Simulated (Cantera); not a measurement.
## Thermodynamics of silicon carbide growth, feed (CH3)2SiCl2 + C2H2 + H2

A closed system holds: 1 mol (CH3)2SiCl2, 0.098 mol C2H2, 550 mol H2, held at 11.0 mbar.

Cantera equilibrium calculation (NASA polynomials, part measured and part estimated; ideal gas, pure solids and liquids). Candidate condensed phases: C, C6H6, C7H8, C8H18, Si, SiC; 109 gas species. The feed counts by its element totals alone. Gases not in the tables: Si2H6 and higher silanes. Kinetics and transport are ignored.

```tsv
T (°C)	x H2	x H	x HCl	x CH4	x C2H2 (acetylene)	x Si	x Cl	n C(graphite)	n SiC(s)
675	0.995	4.99e-9	0.00362	0.00187	2.57e-10	<1e-12	1.73e-11	0.163	1.000
825	0.996	2.35e-7	0.00361	0.000399	1.27e-8	<1e-12	7.65e-10	0.975	1.000
975	0.996	4.44e-6	0.00361	0.000122	2.42e-7	1.57e-12	1.38e-8	1.13	1.000
1125	0.996	4.50e-5	0.00361	4.77e-5	2.44e-6	3.37e-10	1.34e-7	1.17	1.000
1275	0.996	0.000293	0.00361	2.24e-5	1.56e-5	2.52e-8	8.47e-7	1.17	1.000
1425	0.995	0.00138	0.00360	1.20e-5	7.17e-5	8.77e-7	3.87e-6	1.11	0.999
1575	0.991	0.00503	0.00358	7.12e-6	0.000255	1.70e-5	1.38e-5	0.920	0.988
1725	0.980	0.0151	0.00353	4.51e-6	0.000743	0.000210	4.07e-5	0.491	0.857
1875	0.954	0.0388	0.00342	2.93e-6	0.00179	0.00144	0.000102	0	0
2025	0.906	0.0869	0.00322	1.31e-6	0.00178	0.00153	0.000222	0	0
2175	0.821	0.172	0.00286	5.92e-7	0.00169	0.00151	0.000426	0	0
```
x: gas mole fraction; n: condensed amount in mol.

From 675 °C to 1725 °C the condensed part is C(graphite) + SiC(s). From 1875 °C to 2175 °C nothing is condensed. The main Si-bearing gas is SiHCl3 at 675 °C and Si at 2175 °C.
